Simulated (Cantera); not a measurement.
An isothermal, constant-pressure homogeneous reactor starts with 1.76 % H₂, 98.0 % O₂, 0.186 % N₂, at 1250 K and 10.00 Torr.

Model: GRI-Mech 3.0 (53 species, 325 reactions), integrated in Cantera. Radical loss at walls, strong at low pressure, is not modelled.

x: mole fraction; the columns are a selection and need not sum to one.

| t (s) | x H₂ | x O₂ | x OH | x HO₂ | x O | x H₂O₂ |
|---|---|---|---|---|---|---|
| 0.000600 | 0.0176 | 0.980 | 5.36e-8 | [?] | 7.14e-8 | 1.51e-11 |
| 0.00211 | 0.0176 | 0.980 | 1.36e-5 | [?] | 1.88e-5 | 2.01e-10 |
| 0.00744 | 0.000161 | 0.965 | 0.00167 | [?] | 0.0142 | 3.36e-8 |
| 0.0262 | 0.000108 | 0.967 | 0.00146 | [?] | 0.0125 | 2.91e-8 |
| 0.0923 | 7.04e-5 | 0.972 | 0.00118 | [?] | 0.00796 | 2.76e-8 |
| 0.325 | 2.39e-5 | 0.977 | 0.000690 | [?] | 0.00264 | 2.15e-8 |
| 1.14 | 3.85e-6 | 0.980 | 0.000278 | [?] | 0.000421 | 1.04e-8 |
| 4.03 | 4.66e-7 | 0.980 | 9.72e-5 | [?] | 5.11e-5 | 2.95e-9 |
| 14.2 | 6.59e-8 | 0.980 | 3.66e-5 | [?] | 7.25e-6 | 6.46e-10 |
| 50.0 | 1.30e-8 | 0.980 | 1.63e-5 | [?] | 1.43e-6 | 1.57e-10 |

Task: Fill in the missing entries.

Result: 
- 0.000600, x HO₂: 2.38e-8
- 0.00211, x HO₂: 1.26e-7
- 0.00744, x HO₂: 1.29e-6
- 0.0262, x HO₂: 1.17e-6
- 0.0923, x HO₂: 9.68e-7
- 0.325, x HO₂: 5.66e-7
- 1.14, x HO₂: 1.87e-7
- 4.03, x HO₂: 3.89e-8
- 14.2, x HO₂: 9.72e-9
- 50.0, x HO₂: 7.92e-9
